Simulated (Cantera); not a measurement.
Input: 1 mol C3H6, 0.16 mol NH3, 8.6 mol H2, 1.4 mol H2O, at 133 Pa.

Method: chemical equilibrium by Gibbs-energy minimisation in Cantera with the NASA 1993 tables (ideal gas, pure condensed phases). Candidate condensed phases: C, C6H6, C7H8, C8H18, H2O; 136 gas species. The numbers say what is thermodynamically allowed, not how fast it happens.

Q: At 1550 °C, list the 4 most abundant gas species with their mole fractions, and the condensed phases.

A: H2 0.888, CO 0.0946, H 0.0112, N2 0.00516. Condensed: C(graphite).
